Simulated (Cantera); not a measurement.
A Cantera script and what it prints.

```python
import numpy as np
import cantera as ct

gas_names = """
    B BH BH2 BH3 BN BO BO2 B2 B2O B2O2 B2O3 B3O3H3 H HBO HBO2 HNO HNO2 HNO3 HO2 H2 H2O H2O2 H3B3O6 N NH
    NH2 NH3 NH2OH NO NO2 NO3 N2 N2H2 N2H4 N2O O OH O2 O3
""".split()
cond_names = """
    B(b) B(L) BN(s) B2O3(L) B3O3H3(cr) H2O(s) H2O(L)
""".split()


# ... load() reads the species with a 1 bar reference pressure and builds the phases ...
atoms = {
    'borazine': {'B': 3, 'N': 3, 'H': 6},
    'H2O': {'H': 2, 'O': 1},
    'N2': {'N': 2},
}
top_T = {'BN(s)': 3200}  # K; cautious upper limits of use, not melting points


# ... equilibrate(T, P, feed) seeds the gas with the atoms and calls Mixture.equilibrate('TP', solver="vcs", rtol=1e-11, max_steps=5000) ...
results = []
feed = {'borazine': 1, 'H2O': 0.15, 'N2': 14}  # mol
for P in [10, 25, 63, 160, 400, 1000, 2500, 6300, 16000, 40000, 100000]:
    for T in [1348, 1448, 1548, 1648, 1748, 1848, 1948, 2048, 2148]:
        mix = equilibrate(T, P, feed)
        results.append((T, P, feed, dict(zip(mix.species_names, mix.species_moles))))

for T, P, feed, n in results:
    print(f"{T:7g} {P:10.4g}  " + (" + ".join(c for c in cond_names if n.get(c, 0) > 1e-12) or "gas only"))
```

It prints:

```
   1348         10  BN(s)
   1448         10  BN(s)
   1548         10  BN(s)
   1648         10  BN(s)
   1748         10  BN(s)
   1848         10  BN(s)
   1948         10  BN(s)
   2048         10  B(b)
   2148         10  B(b)
   1348         25  BN(s)
   1448         25  BN(s)
   1548         25  BN(s)
   1648         25  BN(s)
   1748         25  BN(s)
   1848         25  BN(s)
   1948         25  BN(s)
   2048         25  B(b)
   2148         25  B(b)
   1348         63  BN(s)
   1448         63  BN(s)
   1548         63  BN(s)
   1648         63  BN(s)
   1748         63  BN(s)
   1848         63  BN(s)
   1948         63  BN(s)
   2048         63  BN(s)
   2148         63  B(b)
   1348        160  BN(s) + B2O3(L)
   1448        160  BN(s)
   1548        160  BN(s)
   1648        160  BN(s)
   1748        160  BN(s)
   1848        160  BN(s)
   1948        160  BN(s)
   2048        160  BN(s)
   2148        160  BN(s)
   1348        400  BN(s) + B2O3(L)
   1448        400  BN(s)
   1548        400  BN(s)
   1648        400  BN(s)
   1748        400  BN(s)
   1848        400  BN(s)
   1948        400  BN(s)
   2048        400  BN(s)
   2148        400  BN(s)
   1348       1000  BN(s) + B2O3(L)
   1448       1000  BN(s) + B2O3(L)
   1548       1000  BN(s)
   1648       1000  BN(s)
   1748       1000  BN(s)
   1848       1000  BN(s)
   1948       1000  BN(s)
   2048       1000  BN(s)
   2148       1000  BN(s)
   1348       2500  BN(s) + B2O3(L)
   1448       2500  BN(s) + B2O3(L)
   1548       2500  BN(s)
   1648       2500  BN(s)
   1748       2500  BN(s)
   1848       2500  BN(s)
   1948       2500  BN(s)
   2048       2500  BN(s)
   2148       2500  BN(s)
   1348       6300  BN(s) + B2O3(L)
   1448       6300  BN(s) + B2O3(L)
   1548       6300  BN(s)
   1648       6300  BN(s)
   1748       6300  BN(s)
   1848       6300  BN(s)
   1948       6300  BN(s)
   2048       6300  BN(s)
   2148       6300  BN(s)
   1348    1.6e+04  BN(s) + B2O3(L)
   1448    1.6e+04  BN(s) + B2O3(L)
   1548    1.6e+04  BN(s) + B2O3(L)
   1648    1.6e+04  BN(s)
   1748    1.6e+04  BN(s)
   1848    1.6e+04  BN(s)
   1948    1.6e+04  BN(s)
   2048    1.6e+04  BN(s)
   2148    1.6e+04  BN(s)
   1348      4e+04  BN(s) + B2O3(L)
   1448      4e+04  BN(s) + B2O3(L)
   1548      4e+04  BN(s) + B2O3(L)
   1648      4e+04  BN(s)
   1748      4e+04  BN(s)
   1848      4e+04  BN(s)
   1948      4e+04  BN(s)
   2048      4e+04  BN(s)
   2148      4e+04  BN(s)
   1348      1e+05  BN(s) + B2O3(L)
   1448      1e+05  BN(s) + B2O3(L)
   1548      1e+05  BN(s) + B2O3(L)
   1648      1e+05  BN(s) + B2O3(L)
   1748      1e+05  BN(s)
   1848      1e+05  BN(s)
   1948      1e+05  BN(s)
   2048      1e+05  BN(s)
   2148      1e+05  BN(s)
```

Method: chemical equilibrium by Gibbs-energy minimisation in Cantera with the NASA 1993 tables (ideal gas, pure condensed phases). The feed counts by its element totals alone. Mutual solubility and eutectic melting of coexisting phases are not modelled. Gases not in the tables: H3BO3.
